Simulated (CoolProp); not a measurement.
A closed Brayton cycle with carbon dioxide: compressor inlet 305.15 K and 8.6 MPa, high pressure 29.4 MPa, turbine inlet 820 K, compressor efficiency 0.8, turbine efficiency 0.85, recuperator effectiveness 0 (on enthalpy, no pinch check). Each further row changes one setting.

Model: reference Helmholtz-energy equation of state, Span 1996, in CoolProp.

```csv
case,thermal efficiency (%),net work (kJ/kg),compressor to turbine work,compressor exit (K),turbine exit (K)
as stated,16.3,114,0.23,338.8,682.1
turbine inlet 770 K,16.2,104,0.25,338.8,636.8
compressor inlet 315.15 K,16.0,92.9,0.37,398.7,682.1
high pressure 25 MPa,14.5,103,0.21,333.1,699.7
recuperator effectiveness 0.5,23.1,114,0.23,338.8,682.1
```
